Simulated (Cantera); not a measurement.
**Moist CO burnout**

An isothermal, constant-pressure homogeneous reactor starts with 2.51 % CO, 2.33 % O₂, 5.47 % H₂O, 89.7 % N₂, at 898 K and 3380 Torr.

Computed with Cantera and GRI-Mech 3.0 (53 species, 325 reactions).

```tsv
t (s)	x CO	x O₂	x H₂O	x O	x H₂O₂
5.00e-5	0.0251	0.0233	0.0547	8.50e-12	<1e-12
0.000138	0.0251	0.0233	0.0547	1.74e-11	<1e-12
0.000382	0.0251	0.0233	0.0547	2.52e-11	<1e-12
0.00106	0.0251	0.0233	0.0547	2.68e-11	<1e-12
0.00292	0.0251	0.0233	0.0547	2.74e-11	<1e-12
0.00809	0.0251	0.0233	0.0547	2.92e-11	<1e-12
0.0224	0.0251	0.0233	0.0547	3.48e-11	1.06e-11
0.0618	0.0251	0.0233	0.0547	5.61e-11	1.67e-10
0.171	0.0251	0.0233	0.0547	1.82e-10	5.78e-9
0.473	0.0250	0.0233	0.0547	9.68e-10	2.73e-7
1.31	0.0243	0.0229	0.0547	2.69e-9	2.28e-6
3.62	0.0211	0.0213	0.0548	3.14e-9	3.36e-6
10.0	0.0141	0.0179	0.0550	2.46e-9	2.68e-6
```
x: mole fraction; the columns are a selection and need not sum to one.

Equilibrium at this temperature and pressure: CO <1e-12, O₂ 0.0109, H₂O 0.0554, O <1e-12, H₂O₂ 8.09e-12 (gas phase only).
